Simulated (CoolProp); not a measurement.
Vapour-liquid equilibrium of m-xylene (1) + o-xylene (2) at 411.2 K; x and y are mole fractions of (1).

The numbers come from the multi-fluid Helmholtz-energy mixture model, Zhou 2012 and Zhou 2012; pair parameters Bell 2016 in CoolProp.

```tsv
x	bubble pressure, mixture model (MPa)	bubble pressure, Raoult's law (MPa)	y, mixture model	y, Raoult's law
0.05	0.08605	0.08611	0.056	0.057
0.2	0.08795	0.08808	0.223	0.224
0.35	0.08997	0.09005	0.383	0.383
0.5	0.09204	0.09203	0.536	0.536
0.65	0.09410	0.09400	0.682	0.682
0.8	0.09610	0.09597	0.821	0.822
0.95	0.09799	0.09794	0.956	0.956
```

The largest gap from Raoult's law is -0.1 % in bubble pressure, at x = 0.2. No azeotrope shows between x = 0.05 and 0.95.

Pair parameters are fitted to limited data, so mixtures are less certain than the pure fluids.
